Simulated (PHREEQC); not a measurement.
Solution (21 °C): 0.0022 mol HF, 0.0065 mol (NH4)2SiF6, 0.13 mol H3BO3 and 5.2e-05 mol H2SO4 per kg of water. Closed to the air; pH follows from the charge balance.

The numbers come from PHREEQC with the ion-association model, phreeqc.dat.

```tsv
quantity	before	after
pH	3.19	3.01
ionic strength (mol/kgw)	0.0153	0.00238
H3BO3 (mol/kgw)	0.120	0.128
BF4- (mol/kgw)	0.00461	0.000582
BF2(OH)2- (mol/kgw)	0.00289	0.000827
SI of SiO2(a) (SiO2)	+0.44	-0.44
```

Q: What was changed between the two runs?
A) temperature from 21 to 90 °C
B) temperature from 21 to 45 °C
C) (NH4)2SiF6 from 0.0065 to 0.00065 mol/kgw
D) temperature from 21 to 30 °C
E) (NH4)2SiF6 from 0.0065 to 0.065 mol/kgw

A: C, (NH4)2SiF6 from 0.0065 to 0.00065 mol/kgw

This is a speciation only: nothing precipitates in the calculation. Some of these states are supersaturated (in SiO2(a), Quartz (slow to form), Chalcedony (slow to form), for instance). SiF6-2 is the database's only silicon fluoride. Real BF4- forms and hydrolyses slowly; the run takes it at equilibrium.
